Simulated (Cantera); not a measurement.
Feed: 1 mol AlI₃, 4.1 mol H₂O, 490 mol H₂, equilibrated at 900 K and 65.3 Torr.

Equilibrium computed with Cantera from the NASA thermochemical tables; the gas is ideal and each condensed phase is pure. Candidate condensed phases: Al, AlI₃, Al₂O₃, H₂O, I₂; 25 gas species. Rates play no part.

Base state: H₂ 0.989, HI 0.00598, H₂O 0.00525, I 6.89e-5 (mole fractions); condensed: Al₂O₃(s).

**Question.** What changes in the equilibrium state with this change: AlI₃ replaced by AlBr₃?

**Answer.** 
```tsv
species	before	after
H₂	0.989	0.989
HBr	0	0.00605
H₂O	0.00525	0.00525
HI	0.00598	0
I	6.89e-5	0
Al₂O₃(s), mol	0.500	0.500
```
Further candidate phases: AlBr₃, Br₂.
